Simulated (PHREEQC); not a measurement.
PHREEQC input (Pitzer model, pitzer.dat):

```
SOLUTION 1
  temp 90
  units mol/kgw
  pH 7 charge
  Cl 0.0055
  Na 0.0159
  S(6) 0.2352
  Mg 0.23
END
USE solution 1
INCREMENTAL_REACTIONS false
REACTION 1
  H2O -1
  0 9.886 18.011 24.689 30.178 34.689 38.397 41.444
  43.949 46.007 47.699 49.089 50.232 51.172 51.944 52.578
  53.1 53.528 53.88 moles
EQUILIBRIUM_PHASES 1
  Bischofite 0 0
  Bloedite 0 0
  Brucite 0 0
  Epsomite 0 0
  Halite 0 0
  Hexahydrite 0 0
  Kieserite 0 0
  Mirabilite 0 0
  Thenardite 0 0
  MgCl2_4H2O 0 0
SELECTED_OUTPUT 1
  -reset false
  -pH true
  -pe true
  -ionic_strength true
  -water true
  -activities H2O
  -totals Cl Mg Na S
  -molalities H+ Na+ Mg+2 Cl- SO4-2 OH- HSO4- MgOH+
  -equilibrium_phases Bischofite Bloedite Brucite Epsomite Halite Hexahydrite Kieserite Mirabilite Thenardite MgCl2_4H2O
PRINT
  -reset false
END
```

Selected output (columns that matter, 15 of 19 rows; water left (kg) added in front):

```
water left (kg)	pH	mu	Cl	Mg	Na	S	m_H+	m_Na+	m_Mg+2	m_Cl-	m_SO4-2	m_OH-	la_H2O	Kieserite
1	6.153	0.94107	0.0055	0.23	0.0159	0.2352	1.3295e-06	0.0159	0.22999	0.0055	0.23519	1.4923e-06	-0.0019443	0
0.821894	6.1346	1.145	0.0066919	0.27984	0.019346	0.28617	1.4443e-06	0.019346	0.27983	0.0066919	0.28616	1.5445e-06	-0.0023227	0
0.555203	6.0904	1.695	0.0099063	0.41426	0.028638	0.42363	1.7295e-06	0.028638	0.41425	0.0099063	0.42361	1.6486e-06	-0.0033149	0
0.456313	6.0638	2.0623	0.012053	0.50404	0.034844	0.51544	1.9051e-06	0.034844	0.50402	0.012053	0.51542	1.6975e-06	-0.0039618	0
0.375043	6.0332	2.5093	0.014665	0.61326	0.042395	0.62713	2.1059e-06	0.042395	0.61324	0.014665	0.62711	1.7413e-06	-0.0047421	0
0.30824	5.9974	3.0531	0.017843	0.74617	0.051583	0.76304	2.3331e-06	0.051583	0.74615	0.017843	0.76302	1.7768e-06	-0.005697	0
0.208215	5.904	4.5198	0.026415	1.1046	0.076363	1.1296	2.8594e-06	0.076363	1.1046	0.026415	1.1296	1.8053e-06	-0.0084428	0
0.171138	5.8413	5.499	0.032138	1.3439	0.092907	1.3743	3.1409e-06	0.092907	1.3439	0.032138	1.3743	1.7878e-06	-0.010532	0
0.140655	5.7633	6.6908	0.039103	1.6352	0.11304	1.6722	3.4058e-06	0.11304	1.6352	0.039103	1.6721	1.7415e-06	-0.013474	0
0.0950204	5.5403	9.9041	0.057882	2.4205	0.16733	2.4753	3.6851e-06	0.16733	2.4205	0.057882	2.4752	1.5464e-06	-0.024239	0
0.0780854	5.3806	12.052	0.070436	2.9455	0.20362	3.0121	3.5391e-06	0.20362	2.9455	0.070436	3.012	1.3974e-06	-0.03417	0
0.0641771	5.1764	14.664	0.0857	3.5838	0.24775	3.6649	3.0832e-06	0.24775	3.5838	0.0857	3.6648	1.2229e-06	-0.049557	0
0.0527549	4.9155	17.839	0.10426	4.3598	0.30139	4.4584	2.3025e-06	0.30139	4.3597	0.10426	4.4583	1.0368e-06	-0.073489	0
0.0341616	4.9086	17.941	0.161	4.3309	0.46544	4.4832	2.2235e-06	0.46544	4.3309	0.161	4.4831	1.0039e-06	-0.075554	0.082048
0.02727	4.905	17.998	0.20169	4.3062	0.58306	4.4968	2.1722e-06	0.58306	4.3061	0.20169	4.4968	9.8212e-07	-0.076883	0.11257
```

Species that the database lacks are ignored. Away from 25 °C the constants follow the database's enthalpies or fits; those with neither stay at their 25 °C values.
